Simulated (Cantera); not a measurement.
## Thermodynamics of calcination and drying, feed K2CO3 + CO2 + H2

Input: 1 mol K2CO3, 0.49 mol CO2, 0.018 mol H2.

Cantera equilibrium calculation (NASA polynomials, part measured and part estimated; ideal gas, pure solids and liquids). Candidate condensed phases: C, C6H6, C7H8, C8H18, H2O, K, KOH, KO2, K2CO3, K2O, K2O2; 116 gas species. Equilibrium is a limit: real reactors are often held back by kinetics, nucleation or transport.

Map the stable condensed phases over T = 800, 875, 950, 1025, 1100, 1175, 1250, 1325, 1400, 1475 °C and P in Pa = 10, 42, 180, 750, 3200, 13000, 56000, 240000, 1000000.


```
T in °C \ P in Pa
              10      42     180     750    3200   13000   56000  240000 1000000
   1475        A       A       A       A       A       B       B       B       B
   1400        A       A       A       A       A       B       B       B       B
   1325        A       A       A       A       B       B       B       B       B
   1250        A       A       A       B       B       B       B       B       B
   1175        A       A       A       B       B       B       B       B       B
   1100        A       A       B       B       B       B       B       B       B
   1025        A       B       B       B       B       B       B       B       B
    950        B       B       B       B       B       B       B       B       B
    875        B       B       B       B       B       B       B       B       B
    800        B       B       B       B       B       B       B       B       B
```
A: gas only; B: K2CO3.
